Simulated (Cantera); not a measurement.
An isothermal, constant-pressure homogeneous reactor starts with C₂H₄ : H₂ = 1 : 61 (molar parts), at 1498 K and 0.0825 Torr.

Detailed kinetics in Cantera: GRI-Mech 3.0 (53 species, 325 reactions). GRI-Mech 3.0 was tuned for natural gas; its chemistry of ethylene as a main component is partial and can be far from experiment. GRI-Mech 3.0 stops at C3 and has no aromatics, soot or wall deposition, so with more carbon than oxygen in the feed, carbon stays in small species such as C2H2 where larger ones or solid carbon would form. Radical loss at walls, strong at low pressure, is not modelled.

One state of this run: x C₂H₄ = 0.0160; x H₂ = 0.984; x CH₃ = 2.43e-11; x C₂H₆ = 7.24e-10; x CH₄ = 5.58e-10. x: mole fraction; the columns are a selection and need not sum to one.

Question: Which value of t (s) does it belong to?
A) 0.0837
B) 0.905
C) 0.409
D) 0.0379

Answer: C, 0.409
